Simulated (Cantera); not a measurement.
Thermodynamics of silicon nitride deposition, feed SiH4 + NH3 + H2

Feed: 1 mol SiH4, a varied amount of NH3, 9.5 mol H2, at 527 °C and 7.60e-5 bar.

Cantera equilibrium calculation (NASA polynomials, part measured and part estimated; ideal gas, pure solids and liquids). Candidate condensed phases: Si, Si3N4; 18 gas species. Rates play no part.

```json
[
 {"n(NH3) (mol)": "0.89", "x H2": "1.00", "x N2": "2.84e-12", "x NH3": "<1e-12", "n Si(s)": "0.333", "n Si3N4(s)": "0.223"},
 {"n(NH3) (mol)": "2.8", "x H2": "0.955", "x N2": "0.0446", "x NH3": "4.48e-8", "n Si(s)": "0", "n Si3N4(s)": "0.333"},
 {"n(NH3) (mol)": "4.8", "x H2": "0.915", "x N2": "0.0848", "x NH3": "5.79e-8", "n Si(s)": "0", "n Si3N4(s)": "0.333"},
 {"n(NH3) (mol)": "6.7", "x H2": "0.889", "x N2": "0.111", "x NH3": "6.34e-8", "n Si(s)": "0", "n Si3N4(s)": "0.333"},
 {"n(NH3) (mol)": "8.6", "x H2": "0.870", "x N2": "0.130", "x NH3": "6.64e-8", "n Si(s)": "0", "n Si3N4(s)": "0.333"},
 {"n(NH3) (mol)": "11", "x H2": "0.853", "x N2": "0.147", "x NH3": "6.87e-8", "n Si(s)": "0", "n Si3N4(s)": "0.333"},
 {"n(NH3) (mol)": "13", "x H2": "0.842", "x N2": "0.158", "x NH3": "6.98e-8", "n Si(s)": "0", "n Si3N4(s)": "0.333"},
 {"n(NH3) (mol)": "14", "x H2": "0.837", "x N2": "0.163", "x NH3": "7.03e-8", "n Si(s)": "0", "n Si3N4(s)": "0.333"},
 {"n(NH3) (mol)": "16", "x H2": "0.829", "x N2": "0.171", "x NH3": "7.09e-8", "n Si(s)": "0", "n Si3N4(s)": "0.333"}
]
```
x: gas mole fraction; n: condensed amount in mol.

At 0.89 mol NH3 the condensed part is Si(s) + Si3N4(s). From 2.8 mol NH3 to 16 mol NH3 the condensed part is Si3N4(s).
